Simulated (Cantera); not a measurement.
Feed: 1 mol HMDSO, 26 mol H2O, 33 mol N2, held at 1125 °C and 0.133 bar.

Equilibrium computed with Cantera from the NASA thermochemical tables; the gas is ideal and each condensed phase is pure. Candidate condensed phases: C, C6H6, C7H8, C8H18, H2O, Si, SiC, SiO2, Si2N2O, Si3N4; 151 gas species. The feed counts by its element totals alone. The tables hold silica as quartz up to 1696 K and as liquid above; real silica turns to tridymite and cristobalite and melts near 1996 K. Gases not in the tables: Si(OH)4. Equilibrium is a limit: real reactors are often held back by kinetics, nucleation or transport.

Base state: N2 0.446, H2 0.265, H2O 0.208, CO 0.0595, CO2 0.0216 (mole fractions); condensed: SiO2(β-quartz).

Question: What changes in the equilibrium state with this change: H2O from 26 to 0.2 mol?

Answer: 
```
species               before     after
-------------------  -------  --------
N2                     0.446     0.773
H2                     0.265     0.222
CO                    0.0595   0.00483
H2O                    0.208   5.41e-7
CO2                   0.0216   5.44e-9
HCN                  6.41e-9  0.000203
CH4                  1.56e-9   2.87e-5
SiO2(β-quartz), mol     2.00         0
C(graphite), mol           0      5.79
Si2N2O(s), mol             0     1.000
```
N2 is the only nitrogen source here; it is nearly inert below about 1500 K, so the nitride shown seldom forms there in practice.
